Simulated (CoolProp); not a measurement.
Model: reference Helmholtz-energy equation of state, Penoncello 2003, in CoolProp.

**Question.** For CHF3 (R23), give the phase and the density (kg/m³), cp (kJ/(kg K)), expansivity (1/kK), viscosity (µPa s) at 170.3 K and 65.7 bar; 268.5 K and 65.7 bar.

**Answer.** 
- 170.3 K and 65.7 bar: liquid; density 1530, cp 1.20, expansivity 2.25, viscosity 469
- 268.5 K and 65.7 bar: liquid; density 1120, cp 1.52, expansivity 5.26, viscosity 114

Viscosity comes from a separate model (Shan 2000).
